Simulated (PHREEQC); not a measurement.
Model water analysis in mg/L, 10 °C, pH 7.07, pe 12.8:

```csv
constituent,mg/L
Na,11.2
K,0.2
Ca,13.2
Mg,1.06
Cl,15.9
S(6) as SO4,10.7
Alkalinity as HCO3,33.9
Zn,0.0941
Pb,0.0266
N(5) as NO3,0.54
Cu(2),0.492
Cd,1.51
Li,0.0375
```

Valence states are taken as typed.

Computed with PHREEQC (ion-association model, wateq4f.dat).

```yaml
ionic_strength: 0.00173 mol/kgw
charge_balance_error: 2.2 %
```

```tsv
species	molality	activity	log γ
HCO3-	0.000541	0.000518	-0.019
Na+	0.000487	0.000465	-0.019
Cl-	0.000448	0.000428	-0.020
Ca+2	0.000324	0.000271	-0.077
CO2	0.000128	0.000128	0.000
SO4-2	0.000106	8.89e-5	-0.078
```

Precipitation was switched off in this run. Saturation is exceeded, for instance for Otavite, Malachite; the values hold only as long as no solid forms. Away from 25 °C the constants follow the database's enthalpies or fits; those with neither stay at their 25 °C values. The database's constant for dissolved Cu(OH)2 is higher than later reviews accept.
